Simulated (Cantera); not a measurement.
Input: 1 mol C₃H₈, 1 mol H₂O, 30 mol H₂, 0.21 mol NH₃, held at 1500 Pa.

These are equilibrium values from Cantera (NASA tables, ideal gas, pure condensed phases), not measurements of a reactor. Candidate condensed phases: C, C₆H₆, C₇H₈, C₈H₁₈, H₂O; 136 gas species. Rates play no part.

### Question
What share of the C ends up in condensed phases as a function of T (°C), at 377, 527, 677, 827, 977, 1127, 1277, 1427, 1577, 1727, 1877, 2027, 2177, 2327?

### Answer
```tsv
T (°C)	C condensed (%)	as
377	0.0	-
527	53.8	C(graphite)
677	64.3	C(graphite)
827	66.1	C(graphite)
977	66.5	C(graphite)
1127	66.6	C(graphite)
1277	66.5	C(graphite)
1427	66.2	C(graphite)
1577	65.5	C(graphite)
1727	63.9	C(graphite)
1877	60.6	C(graphite)
2027	54.6	C(graphite)
2177	44.4	C(graphite)
2327	28.8	C(graphite)
```
